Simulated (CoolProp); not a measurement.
Saturation properties of C2F6 (R116) (Tc = 19.9 °C, pc = 30.48 bar, ω = 0.257).

Computed with CoolProp (reference Helmholtz-energy equation of state, Lemmon 2006). It is a short technical equation, of lower accuracy than the large ones.

```csv
T (°C),p (bar),liquid density (kg/m³),liquid cp (kJ/(kg K)),vapour Z,vapour viscosity (µPa s),liquid conductivity (mW/(m K))
-82.35,0.8012,1624,0.9314,0.9618,8.93,77.8
-74.55,1.221,1589,0.9509,0.9485,9.28,74.7
-66.85,1.786,1554,0.9718,0.9327,9.62,71.6
-59.05,2.543,1517,0.9951,0.9138,9.97,68.5
-51.25,3.522,1478,1.021,0.8916,10.3,65.5
-43.55,4.744,1438,1.050,0.8664,10.7,62.4
-35.75,6.279,1394,1.085,0.8370,11.1,59.3
-27.95,8.157,1348,1.127,0.8034,11.5,56.2
-20.15,10.42,1297,1.179,0.7648,12.0,53.0
-12.45,13.09,1241,1.248,0.7209,12.6,49.8
-4.65,16.28,1178,1.353,0.6688,13.5,46.4
```

It boils at -78.1 °C under 1 atm.

Viscosity comes from a separate model (Huber 2003), an estimate that may be off by 10 % or more. Thermal conductivity comes from a separate model (Huber 2003), an estimate that may be off by 10 % or more.
